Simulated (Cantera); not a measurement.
Feed: 1 mol c-C4F8, 0.69 mol F2, 3 mol H2.

Method: chemical equilibrium by Gibbs-energy minimisation in Cantera with the NASA 1993 tables (ideal gas, pure condensed phases). Candidate condensed phases: C, C6H6, C7H8, C8H18; 95 gas species. The feed counts by its element totals alone. Rates play no part.

### Question
What condenses at these points (T in °C, P in Pa): (2527, 100000); (1327, 4.2); (1327, 24000); (2677, 18); (2377, 100000)?

### Answer
```tsv
T (°C)	P in Pa	condensed phases	C condensed (%)
2527	100000	C	68.7
1327	4.2	C	78.5
1327	24000	C	78.9
2677	18	gas only	0.0
2377	100000	C	69.6
```
